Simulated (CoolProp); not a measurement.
A simple Rankine cycle with R114: condensing at 331.15 K, boiler at 2.23 MPa, turbine inlet 398.9 K, turbine efficiency 0.6, pump efficiency 0.7, no recuperator. Each further row changes one setting.

Model: reference Helmholtz-energy equation of state, Platzer 1990, in CoolProp. This equation is an older, rougher fit; its heat capacities, sound speeds and derivatives of the liquid may be far off and weren't checked against measurements.

```tsv
case	thermal efficiency (%)	net work (kJ/kg)	heat in (kJ/kg)	turbine exit temperature (K)	volume ratio over the turbine
as stated	6.9	9.82	143	355.8	5.35
turbine inlet 418.9 K	6.9	11.5	165	381.9	4.79
condensing temperature 323.15 K	7.7	11.6	151	351.9	(withheld)
boiler pressure 1.56 MPa	(withheld)	(withheld)	156	373.5	3.14
turbine efficiency 0.5	5.5	7.89	143	358.3	5.40
```

### Question
Some entries are withheld; supply them.

### Answer

- condensing temperature 323.15 K, volume ratio over the turbine: 6.66
- boiler pressure 1.56 MPa, thermal efficiency (%): 5.6
- boiler pressure 1.56 MPa, net work (kJ/kg): 8.73
